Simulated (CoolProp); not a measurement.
A simple Rankine cycle with isobutene: condensing at 305.15 K, boiler at 1.48 MPa, turbine inlet 377.4 K, turbine efficiency 0.75, pump efficiency 0.6, no recuperator. Each further row changes one setting.

The numbers come from the reference Helmholtz-energy equation of state, Lemmon 2005 in CoolProp. It is a short technical equation, of lower accuracy than the large ones.

```
case                             thermal efficiency (%)  net work (kJ/kg)  heat in (kJ/kg)  turbine exit temperature (K)  volume ratio over the turbine
-------------------------------  ----------------------  ----------------  ---------------  ----------------------------  -----------------------------
as stated                                           9.6              43.1              450                         336.0                           4.17
turbine inlet 397.4 K                               9.6              47.4              495                         357.9                           4.06
condensing temperature 297.15 K                    10.8              50.9              469                         330.1                           5.26
boiler pressure 1.04 MPa                            7.5              34.8              466                         348.9                           2.80
turbine efficiency 0.65                             8.2              37.0              450                         339.3                           4.22
```
